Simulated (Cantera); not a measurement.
A closed system holds: 1 mol C₂H₆, 0.46 mol NH₃, held at 1498 K and 0.100 bar.

Method: chemical equilibrium by Gibbs-energy minimisation in Cantera with the NASA 1993 tables (ideal gas, pure condensed phases). Candidate condensed phases: C, C₆H₆, C₇H₈, C₈H₁₈; 92 gas species. Rates play no part.

Base state: H₂ 0.941, N₂ 0.0586, HCN 0.000245, CH₄ 0.000230, H 5.27e-5 (mole fractions); condensed: C(graphite).

Question: What changes in the equilibrium state with this change: temperature from 1498 K to 2548 K?

Answer: 
```tsv
species	before	after
H₂	0.941	0.834
H	5.27e-5	0.0893
N₂	0.0586	0.0471
HCN	0.000245	0.0158
C₂H₂ (acetylene)	8.29e-6	0.0110
CN	<1e-9	0.000105
C₂H	<1e-9	9.35e-5
C₄H₂	<1e-9	6.01e-5
C₃	<1e-9	1.03e-5
C(graphite), mol	2.00	1.83
```
